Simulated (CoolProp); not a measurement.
The numbers come from the reference Helmholtz-energy equation of state, Wu 2011 in CoolProp.

Question: For dimethyl ether, give the phase and the cv (kJ/(kg K)), speed of sound (m/s) at -56.75 °C and 0.096 MPa; -56.75 °C and 1.13 MPa; -56.75 °C and 5.86 MPa.

Answer: 
- -56.75 °C and 0.096 MPa: liquid; cv 1.46, speed of sound 1330
- -56.75 °C and 1.13 MPa: liquid; cv 1.46, speed of sound 1330
- -56.75 °C and 5.86 MPa: liquid; cv 1.47, speed of sound 1360
